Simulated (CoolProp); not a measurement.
Vapour-liquid equilibrium of carbon dioxide (1) + CHF3 (R23) (2) at 255.5 K; x and y are mole fractions of (1).

Values from CoolProp's multi-fluid Helmholtz-energy mixture model, Span 1996 and Penoncello 2003; pair parameters Bell 2016.

### Question
Give the bubble pressure and the first vapour's composition at x = 0.05, 0.275, 0.575. Is there an azeotrope?

### Answer
x = 0.05: 1.542 MPa, y = 0.068; x = 0.275: 1.722 MPa, y = 0.340; x = 0.575: 1.928 MPa, y = 0.634. No azeotrope shows between x = 0.05 and 0.95.

Pair parameters are fitted to limited data, so mixtures are less certain than the pure fluids.
